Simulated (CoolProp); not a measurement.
Aqueous magnesium chloride as a coolant, at 5 °C, 1 atm.

Computed with CoolProp (Melinder's fits for secondary coolants).

| mass % | freezing point (°C) | conductivity (W/(m K)) | cp (kJ/(kg K)) | Prandtl number | viscosity (mPa s) |
|---|---|---|---|---|---|
| 2.2 | -1.3 | … | 4.055 | 12.3 | … |
| 4.7 | -2.8 | 0.562 | 3.897 | 12.7 | 1.84 |
| 7.2 | -4.9 | 0.557 | 3.746 | 13.5 | 2.01 |
| 9.6 | -7.7 | 0.551 | 3.605 | 15.0 | 2.29 |
| 12.1 | -11.5 | 0.544 | 3.465 | 17.0 | 2.67 |
| 14.6 | -16.0 | 0.537 | 3.331 | 18.9 | 3.05 |
| 17.1 | -21.2 | 0.531 | 3.205 | 20.5 | 3.40 |
| 19.5 | -27.3 | 0.524 | 3.091 | 23.4 | 3.96 |
| 22 | -35.4 | 0.515 | 2.980 | 34.2 | 5.92 |
| 24.5 | -47.2 | … | 2.873 | 92.1 | 16.1 |
| 26.9 | -64.2 | 0.483 | 2.767 | 715 | 125 |

Task: Some entries are withheld; supply them.

Result: 
- 2.2, conductivity (W/(m K)): 0.567
- 2.2, viscosity (mPa s): 1.72
- 24.5, conductivity (W/(m K)): 0.503
